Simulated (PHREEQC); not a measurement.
Dissolve 0.0014 mol HF, 0.00032 mol KF, 0.0001 mol H2SiF6 and 0.0015 mol HCl per kg of water at 25 °C. Closed to the air; pH follows from the charge balance.

Equilibrium calculation in PHREEQC: ion-association model, wateq4f.dat.

```json
[
 {"quantity": "pH", "before": "2.75", "after": "2.86"},
 {"quantity": "ionic strength (mol/kgw)", "before": "0.00221", "after": "0.00178"},
 {"quantity": "HF (mol/kgw)", "before": "0.00149", "after": "0.00203"},
 {"quantity": "F- (mol/kgw)", "before": "0.000594", "after": "0.000281"},
 {"quantity": "H4SiO4 (mol/kgw)", "before": "6.35e-5", "after": "0.000100"},
 {"quantity": "SiF6-2 (mol/kgw)", "before": "3.65e-5", "after": "1.82e-9"},
 {"quantity": "SI of Quartz (SiO2)", "before": "-0.22", "after": "-0.81"}
]
```

### Question
What was changed between the two runs?
(A) KF from 0.00032 to 6.4e-05 mol/kgw
(B) temperature from 25 to 90 °C
(C) KF replaced by AgF at the same molality
(D) HCl from 0.0015 to 0.00015 mol/kgw
(E) temperature from 25 to 80 °C

### Answer
B, temperature from 25 to 90 °C

No solid was allowed to form. Away from 25 °C the constants follow the database's enthalpies or fits; those with neither stay at their 25 °C values. SiF6-2 is the database's only silicon fluoride.
